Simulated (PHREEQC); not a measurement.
Solution (79 °C and 500 atm): 0.23 mol/kgw SrCl2. It is in equilibrium with CO2 at log p = 0 (atm). Otherwise closed; pH follows from the charge balance.

The numbers come from PHREEQC with the ion-association model, phreeqc.dat.

Each row changes one thing in this solution. This is a speciation only: nothing precipitates in the calculation.

```
case                                            pH  HCO3- (mol/kgw)  (CO2)2 (mol/kgw)  CO3-2 (mol/kgw)
--------------------------------------------  ----  ---------------  ----------------  ---------------
as made                                       3.70          3.70e-5           2.68e-6         8.16e-11
temperature from 79 to 30 °C                  3.76          9.57e-5           4.09e-6         1.52e-10
temperature from 79 to 35 °C                  3.76          8.79e-5           3.80e-6         1.51e-10
SrCl2 replaced by CaCl2 at the same molality  3.98          7.10e-5           2.68e-6         3.00e-10
SrCl2 from 0.23 to 0.046 mol/kgw              3.91          5.42e-5           3.04e-6         1.28e-10
temperature from 79 to 70 °C                  3.71          4.47e-5           2.79e-6         9.89e-11
diluted 2-fold with water                     3.80          4.51e-5           2.90e-6         1.05e-10
SrCl2 from 0.23 to 0.253 mol/kgw              3.68          3.58e-5           2.64e-6         7.81e-11
temperature from 79 to 20 °C                  3.76         0.000112           4.88e-6         1.47e-10
```

The ionic strength passes 0.7 mol/kgw, the rough limit of the ion-association models, in SrCl2 from 0.23 to 0.253 mol/kgw. Under pressure, the constants of complexes without a molar volume in the database are unreliable. At this temperature some constants are extrapolated from 25 °C, and those without enthalpy data are left unchanged.
